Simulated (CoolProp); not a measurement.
Vapour-liquid equilibrium of propylene (1) + R115 (2) at 0.0251 MPa; x and y are mole fractions of (1).

Model: multi-fluid Helmholtz-energy mixture model, Lemmon 2013 and Lemmon 2016; pair parameters Bell 2016, in CoolProp.

### Question
Give the bubble temperature and the first vapour's composition at x = 0.2, 0.275, 0.5. Is there an azeotrope?

### Answer
x = 0.2: -73.1 °C, y = 0.460; x = 0.275: -74.4 °C, y = 0.534; x = 0.5: -76.1 °C, y = 0.650. y crosses x between x = 0.65 and 0.725: the model has an azeotrope there.

Pair parameters are fitted to limited data, so mixtures are less certain than the pure fluids.
